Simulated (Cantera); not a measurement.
A Cantera script and what it prints.

```python
import numpy as np
import cantera as ct

gas_names = """
    H HO2 H2 H2O H2O2 Hg O OH O2 O3
""".split()
cond_names = """
    H2O(s) H2O(L) Hg(cr) Hg(L) HgO(s)
""".split()


def load(file, names, dense=False):
    # The tables refer to 1 bar. Condensed volumes are neglected.
    table = {s.name: s for s in ct.Species.list_from_file(file)}
    out = []
    for n in names:
        d = dict(table[n].input_data)
        d["thermo"] = dict(d["thermo"], **{"reference-pressure": 1e5})
        if dense:
            d["equation-of-state"] = {"model": "constant-volume", "density": "1e6 g/cm^3"}
        out.append(ct.Species.from_dict(d))
    return out


gas = ct.Solution(thermo="ideal-gas", species=load("nasa_gas.yaml", gas_names))
cond = {s.name: ct.Solution(thermo="fixed-stoichiometry", species=[s], name=s.name)
        for s in load("nasa_condensed.yaml", cond_names, dense=True)}
atoms = {
    'HgO': {'Hg': 1, 'O': 1},
    'H2': {'H': 2},
}
top_T = {}  # K; cautious upper limits of use, not melting points


def equilibrate(T, P, feed):
    n = {}
    for name, mol in feed.items():
        for a, k in atoms[name].items():
            n[a] = n.get(a, 0.0) + k * mol
    gas.TPX = T, P, n
    mass = sum(n.values()) * gas.mean_molecular_weight
    gas.equilibrate("TP")
    valid = [c for c in cond.values() if c.min_temp <= T <= top_T.get(c.name, c.max_temp)]
    mix = ct.Mixture([(gas, mass / gas.mean_molecular_weight)] + [(c, 0.0) for c in valid])
    mix.T, mix.P = T, P
    mix.equilibrate("TP", solver="vcs", rtol=1e-11, max_steps=5000)
    return mix


results = []
feed = {'HgO': 1, 'H2': 0.079}  # mol
T = 1448  # K
P = 100000  # Pa
mix = equilibrate(T, P, feed)
results.append((T, P, feed, dict(zip(mix.species_names, mix.species_moles))))
x = sorted(zip(gas.X, gas.species_names), reverse=True)
print(f"T = {T:g} K  P = {P:g} Pa  gas = {mix.phase_moles(0):.4g} mol")
print("   x: " + "  ".join(f"{s} {v:.3e}" for v, s in x if v > 1e-06))
print("   condensed (mol): " + ("  ".join(f"{mix.phase(i).name} {mix.phase_moles(i):.4g}"
      for i in range(1, mix.n_phases) if mix.phase_moles(i) > 1e-12) or "none"))
```

Output:

```
T = 1448 K  P = 100000 Pa  gas = 1.54 mol
   x: Hg 6.496e-01  O2 2.991e-01  H2O 5.130e-02  OH 3.830e-05  O 1.067e-06
   condensed (mol): none
```

Method: chemical equilibrium by Gibbs-energy minimisation in Cantera with the NASA 1993 tables (ideal gas, pure condensed phases).
